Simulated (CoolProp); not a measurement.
Vapour-liquid equilibrium of R22 (1) + n-hexane (2) at 67.8 kPa; x and y are mole fractions of (1).

Model: multi-fluid Helmholtz-energy mixture model, Kamei 1995 and Thol 2019; pair parameters Bell 2016, in CoolProp.

```
x     bubble temperature (°C)  y at the bubble point  dew temperature at overall composition x (°C)  liquid density (mol/L)
----  -----------------------  ---------------------  ---------------------------------------------  ----------------------
0.05                     13.5                  0.827                                           55.0                   7.919
0.15                    -18.2                  0.972                                           51.7                   8.721
0.25                    -30.0                  0.988                                           48.3                   9.378
0.35                    -36.0                  0.993                                           44.4                   10.04
0.45                    -39.4                  0.995                                           40.0                   10.74
0.55                    -41.7                  0.996                                           35.0                   11.51
0.65                    -43.3                  0.997                                           28.9                   12.37
0.75                    -44.8                  0.998                                           21.3                   13.34
0.85                    -46.3                  0.999                                           10.6                   14.48
0.95                    -48.1                  0.999                                           -9.2                   15.81
```

No azeotrope shows between x = 0.05 and 0.95.

Pair parameters are fitted to limited data, so mixtures are less certain than the pure fluids. With so large a gap from Raoult's law the liquid may split in two, which this calculation doesn't test in full.
